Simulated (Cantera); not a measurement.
Input: 1 mol C3H8, 0.14 mol O2, 0.49 mol H2, at 0.750 Torr.

Method: chemical equilibrium by Gibbs-energy minimisation in Cantera with the NASA 1993 tables (ideal gas, pure condensed phases). Candidate condensed phases: C, C6H6, C7H8, C8H18, H2O; 110 gas species. Kinetics and transport are ignored. All values below are at 1300 °C.

Base state: H2 0.940, CO 0.0587, H 0.00125, C2H2 (acetylene) 1.94e-5 (mole fractions); condensed: C(graphite).

What changes in the equilibrium state with this change: pressure from 0.750 Torr to 750 Torr?


```tsv
species	before	after
H2	0.940	0.940
CO	0.0587	0.0587
CH4	1.62e-6	0.00162
H	0.00125	3.94e-5
H2O	5.73e-8	5.74e-5
C2H2 (acetylene)	1.94e-5	1.94e-5
C(graphite), mol	2.72	2.71
```

What changes in the equilibrium state with this change: pressure from 0.750 Torr to 7.50 Torr?


```tsv
species	before	after
H2	0.940	0.941
CO	0.0587	0.0587
H	0.00125	0.000394
CH4	1.62e-6	1.62e-5
C2H2 (acetylene)	1.94e-5	1.94e-5
C(graphite), mol	2.72	2.72
```

What changes in the equilibrium state with this change: O2 from 0.14 to 0.0072 mol?


```
species            before    after
----------------  -------  -------
H2                  0.940    0.996
CO                 0.0587  0.00319
H                 0.00125  0.00128
C2H2 (acetylene)  1.94e-5  2.06e-5
C(graphite), mol     2.72     2.99
```
